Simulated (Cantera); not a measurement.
Transport properties of process gases

Gas mixture: O2 : N2O : H2O = 0.6 : 0.73 : 0.51 (molar parts), at 2670 Pa, frozen composition.

Cantera's kinetic-theory transport with the Lennard-Jones parameters of GRI-Mech 3.0, ideal gas; thermal conductivity in the multicomponent form. Polar gases are described roughly by these parameters. The composition is frozen, though it would react at the higher temperatures.

```
T (K)  ρ (kg/m³)  cp (J/kg/K)  μ (µPa s)  λ (mW/m/K)     Pr  D (cm²/s) N2  D (cm²/s) H2O  D (cm²/s) H
-----  ---------  -----------  ---------  ----------  -----  ------------  -------------  -----------
400       0.0264         1103       20.1        32.0  0.691          12.1           12.6         73.9
550       0.0192         1184       26.3        45.2  0.689          21.2           23.3          131
700       0.0151         1254       31.9        58.2  0.689          32.2           36.4          200
850       0.0124         1312       37.1        70.8  0.688          44.9           51.8          280
1000      0.0105         1360       42.0        83.0  0.688          59.2           69.2          370
1150     0.00917         1399       46.6        94.8  0.687          74.9           88.5          469
```
D: mixture-averaged diffusion coefficient of that species in the mixture.
